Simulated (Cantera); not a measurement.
Equilibrium for thermal oxidation and active oxidation of silicon: Si + CO2 + H2 + O2

Feed: 1 mol Si, 2.3 mol CO2, 490 mol H2, 0.88 mol O2, held at 1300 K and 75.0 Torr.

Cantera equilibrium calculation (NASA polynomials, part measured and part estimated; ideal gas, pure solids and liquids). Candidate condensed phases: C, C6H6, C7H8, C8H18, H2O, Si, SiC, SiO2; 123 gas species. The tables hold silica as quartz up to 1696 K and as liquid above; real silica turns to tridymite and cristobalite and melts near 1996 K. Kinetics and transport are ignored.

x(H2): 0.991
x(CO): 0.00466
x(H2O): 0.00417
x(CO2): 1.11e-5
x(H): 3.48e-6
n(SiO2(β-quartz)): 1.000 mol
gas amount: 492.3 mol
log10 activity of C(graphite) (absent): -3.00
log10 activity of Si(s) (absent): -8.37
